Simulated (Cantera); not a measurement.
Low-pressure radical oxidation in H2/O2

An isothermal, constant-pressure homogeneous reactor starts with H2 : O2 = 0.032 : 1 (molar parts), at 900 K and 0.0267 bar.

Cantera simulation using the H2/O2 subset of GRI-Mech 3.0, which has no nitrogen chemistry; the numbers are that mechanism's predictions, not measurements. Radical loss at walls, strong at low pressure, is not modelled. Below about 950 K walls govern HO2 and H2O2 in real vessels.

| t (s) | x H2 | x O2 | x H2O2 | x OH | x H2O |
|---|---|---|---|---|---|
| 0.000500 | 0.0310 | 0.969 | <1e-12 | 7.27e-12 | 1.43e-11 |
| 0.00118 | 0.0310 | 0.969 | <1e-12 | 4.84e-11 | 1.69e-10 |
| 0.00277 | 0.0310 | 0.969 | <1e-12 | 2.27e-9 | 9.56e-9 |
| 0.00652 | 0.0309 | 0.969 | 1.78e-9 | 1.69e-5 | 7.22e-5 |
| 0.0153 | 0.00192 | 0.966 | 4.31e-7 | 0.000598 | 0.0288 |
| 0.0361 | 0.000305 | 0.968 | 1.67e-7 | 0.000108 | 0.0311 |
| 0.0850 | 9.06e-5 | 0.968 | 8.86e-8 | 4.07e-5 | 0.0314 |
| 0.200 | 2.86e-5 | 0.968 | 5.09e-8 | 1.93e-5 | 0.0315 |
| 0.471 | 8.07e-6 | 0.968 | 2.82e-8 | 9.89e-6 | 0.0315 |
| 1.11 | 1.83e-6 | 0.969 | 1.44e-8 | 5.13e-6 | 0.0315 |
| 2.61 | 3.15e-7 | 0.969 | 6.81e-9 | 2.64e-6 | 0.0315 |
| 6.14 | 3.85e-8 | 0.969 | 3.00e-9 | 1.39e-6 | 0.0315 |
| 14.4 | 3.12e-9 | 0.969 | 1.30e-9 | 7.73e-7 | 0.0315 |
| 34.0 | 2.82e-10 | 0.969 | 5.74e-10 | 4.57e-7 | 0.0315 |
| 80.0 | 7.46e-11 | 0.969 | 2.58e-10 | 2.82e-7 | 0.0315 |
x: mole fraction; the columns are a selection and need not sum to one.

Equilibrium at this temperature and pressure: H2 <1e-12, O2 0.969, H2O2 3.44e-12, OH 2.68e-8, H2O 0.0315 (gas phase only).
